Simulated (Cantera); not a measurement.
A closed system holds: 1 mol SiCl4, 7.6 mol H2O, equilibrated at 13.3 mbar.

These are equilibrium values from Cantera (NASA tables, ideal gas, pure condensed phases), not measurements of a reactor. Candidate condensed phases: H2O, Si, SiO2; 30 gas species. The tables hold silica as quartz up to 1696 K and as liquid above; real silica turns to tridymite and cristobalite and melts near 1996 K. Equilibrium is a limit: real reactors are often held back by kinetics, nucleation or transport.

Over these rows the condensed part is SiO2(condensed). Partial pressures as log10 of bar:

| T (K) | 1000/T (1/K) | log p SiO | log p H2O | log p HCl | log p Cl |
|---|---|---|---|---|---|
| 1725 | 0.5797 | -8.37 | -2.11 | -2.26 | -4.03 |
| 1775 | 0.5634 | -7.79 | -2.11 | -2.27 | -3.91 |
| 1825 | 0.5479 | ? | -2.12 | -2.27 | -3.79 |
| 1875 | 0.5333 | -6.72 | -2.12 | -2.28 | -3.69 |
| 1925 | 0.5195 | -6.23 | -2.12 | -2.28 | -3.59 |
| 1975 | 0.5063 | -5.76 | -2.13 | -2.29 | -3.49 |

**Question.** Fit log p(SiO) = a + b·(1000/T) to the five rows, give the apparent enthalpy, and predict the row at 1825 K.

**Answer.** Means: 1000/T = 0.5404, log p = -6.974. Sxy = -0.132381, Sxx = 0.0037235, so b = -35.55 and a = -6.974 − (-35.55)×0.5404 = 12.24.
Apparent enthalpy: −19.145 × (-35.55) = 681 kJ/mol. With the condensed phases at unit activity, SiO2(condensed) + 2 HCl(g) = SiO(g) + H2O(g) + 2 Cl(g) links this pressure to the main gases: over the six rows their terms move log p by -1.12 in all, so the slope isn't that reaction's ΔH° alone. The five rows lie within 0.01 of the line.
Prediction at 1825 K: 12.24 + (-35.55)×0.5479 = -7.24. The computed value is -7.24, 0.00 from the line.
